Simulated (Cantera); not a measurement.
Input: 1 mol Cr, 2.3 mol N₂, equilibrated at 75.0 Torr.

Equilibrium computed with Cantera from the NASA thermochemical tables; the gas is ideal and each condensed phase is pure. Candidate condensed phases: Cr, CrN, Cr₂N; 4 gas species. The numbers say what is thermodynamically allowed, not how fast it happens.

Question: Which condensed phases are stable at each of these points (T (K)): 1598, 1648, 1698, 1748, 1798, 1848, 1898, 1948, 1998, 2048, 2098, 2148?

Answer: 
```json
[
 {"T (K)": "1598", "condensed phases": "Cr(s)", "Cr condensed (%)": "100.0"},
 {"T (K)": "1648", "condensed phases": "Cr(s)", "Cr condensed (%)": "100.0"},
 {"T (K)": "1698", "condensed phases": "Cr(s)", "Cr condensed (%)": "100.0"},
 {"T (K)": "1748", "condensed phases": "Cr(s)", "Cr condensed (%)": "99.9"},
 {"T (K)": "1798", "condensed phases": "Cr(s)", "Cr condensed (%)": "99.8"},
 {"T (K)": "1848", "condensed phases": "Cr(s)", "Cr condensed (%)": "99.6"},
 {"T (K)": "1898", "condensed phases": "Cr(s)", "Cr condensed (%)": "99.2"},
 {"T (K)": "1948", "condensed phases": "Cr(s)", "Cr condensed (%)": "98.5"},
 {"T (K)": "1998", "condensed phases": "Cr(s)", "Cr condensed (%)": "97.4"},
 {"T (K)": "2048", "condensed phases": "Cr(s)", "Cr condensed (%)": "95.5"},
 {"T (K)": "2098", "condensed phases": "Cr(s)", "Cr condensed (%)": "92.3"},
 {"T (K)": "2148", "condensed phases": "Cr(l)", "Cr condensed (%)": "87.2"}
]
```

From 1598 K to 2098 K the condensed part is Cr(s). At 2148 K the condensed part is Cr(l).
